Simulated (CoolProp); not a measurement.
Values from CoolProp's reference Helmholtz-energy equation of state, Kamei 1995.

Q: For R22, give the phase and the cp (kJ/(kg K)), speed of sound (m/s), conductivity (mW/(m K)) at 208.3 K and 0.123 MPa; 342.7 K and 0.211 MPa.

A: 
- 208.3 K and 0.123 MPa: liquid; cp 1.07, speed of sound 963, conductivity 126
- 342.7 K and 0.211 MPa: gas; cp 0.716, speed of sound 193, conductivity 14.6

Thermal conductivity comes from a separate model (McLinden 2000), an estimate that may be off by 10 % or more.
